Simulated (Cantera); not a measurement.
Equilibrium for calcination and drying: LiOH + H2 + O2

Input: 1 mol LiOH, 0.16 mol H2, 0.088 mol O2, held at 10.0 mbar.

Cantera equilibrium calculation (NASA polynomials, part measured and part estimated; ideal gas, pure solids and liquids). Candidate condensed phases: H2O, Li, LiH, LiOH, Li2O; 17 gas species. Equilibrium is a limit: real reactors are often held back by kinetics, nucleation or transport.

From 873 K to 1673 K the condensed part is Li2O(s). The main Li-bearing gas is LiOH throughout.

```tsv
T (K)	log p H2O	log p LiOH	log p O2	log p Li2O	log p Li	n Li2O(s)
873	-2.01	-7.06	-3.92	<-14	<-14	0.500
973	-2.01	-5.93	-3.92	-13.51	<-14	0.500
1073	-2.01	-5.01	-3.92	-11.39	-12.55	0.500
1173	-2.01	-4.26	-3.92	-9.67	-10.68	0.498
1273	-2.02	-3.63	-3.93	-8.22	-9.11	0.492
1373	-2.04	-3.11	-3.94	-7.00	-7.77	0.472
1473	-2.11	-2.68	-3.97	-5.95	-6.61	0.421
1573	-2.26	-2.36	-4.03	-5.04	-5.59	0.310
1673	-2.55	-2.16	-4.09	-4.24	-4.70	0.128
```
log p: log10 of the partial pressure in bar; n: condensed amount in mol.
